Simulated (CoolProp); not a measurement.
Values from CoolProp's reference Helmholtz-energy equation of state, Thol 2019.

Task: For n-pentane, give the phase and the Joule-Thomson coefficient (K/MPa), Prandtl number at 511 K and 50.1 kPa.

Result: 
- 511 K and 50.1 kPa: gas; Joule-Thomson coefficient 6.06, Prandtl number 0.719

Viscosity comes from a separate model (Quiñones-Cisneros 2006), older than the equation that it now runs on, and unchecked against measurements. Thermal conductivity comes from a separate model (Vassiliou 2015).
